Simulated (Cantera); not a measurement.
Cantera run:

```python
import numpy as np
import cantera as ct

gas_names = """
    CL CLO CL2 H HCL HNO HNO2 HNO3 HOCL HO2 H2 H2O H2O2 Mg MgCL MgCL2 MgH MgN MgO MgOH MgO2H2 Mg2 N NH
    NH2 NH3 NH2OH NO NO2 NO3 N2 N2H2 N2H4 N2O O OH O2 O3
""".split()
cond_names = """
    H2O(s) H2O(L) Mg(cr) Mg(L) MgCL2(s) MgCL2(L) MgO(s) MgO(L) MgO2H2(s) NH4CL(a) NH4CL(b)
""".split()


# ... load() reads the species with a 1 bar reference pressure and builds the phases ...
atoms = {
    'MgO': {'Mg': 1, 'O': 1},
    'HCl': {'H': 1, 'CL': 1},
    'N2': {'N': 2},
}
top_T = {}  # K; cautious upper limits of use, not melting points


# ... equilibrate(T, P, feed) seeds the gas with the atoms and calls Mixture.equilibrate('TP', solver="vcs", rtol=1e-11, max_steps=5000) ...
results = []
feed = {'MgO': 1, 'HCl': 3, 'N2': 17}  # mol
T = 1523.15  # K
P = 1333.22  # Pa
mix = equilibrate(T, P, feed)
results.append((T, P, feed, dict(zip(mix.species_names, mix.species_moles))))
print(gas.report(threshold=1e-06))
for i in range(1, mix.n_phases):
    print(f"{mix.phase(i).name:16s} {mix.phase_moles(i):12.5e} mol")
```

Output:

```
       temperature   1523.2 K
          pressure   1333.2 Pa
           density   0.0031254 kg/m^3
  mean mol. weight   29.688 kg/kmol
   phase of matter   gas

                          1 kg             1 kmol
                     ---------------   ---------------
          enthalpy        7.1377e+05        2.1191e+07  J
   internal energy         2.872e+05        8.5265e+06  J
           entropy            9539.2         2.832e+05  J/K
    Gibbs function       -1.3816e+07       -4.1017e+08  J
 heat capacity c_p              1184             35152  J/K
 heat capacity c_v            903.97             26837  J/K

                      mass frac. Y      mole frac. X     chem. pot. / RT
                     ---------------   ---------------   ---------------
                CL         0.0011277         0.0009444           -23.803
               CL2        6.1209e-06         2.563e-06           -47.607
                 H        1.4853e-07        4.3747e-06           -15.308
               HCL           0.15727           0.12806           -39.111
                H2        3.2323e-05          0.000476           -30.615
               H2O         0.0063431          0.010453           -54.316
             MgCL2          0.033537          0.010458           -79.156
                NO        1.5291e-06        1.5129e-06            -38.97
                N2           0.80168           0.84959            -30.54
                OH        1.6972e-06        2.9626e-06           -39.008
     [  +28 minor]        5.3864e-07         3.998e-07

Mg(L)             0.00000e+00 mol
MgCL2(L)          0.00000e+00 mol
MgO(s)            7.90735e-01 mol
```

Equilibrium computed with Cantera from the NASA thermochemical tables; the gas is ideal and each condensed phase is pure.
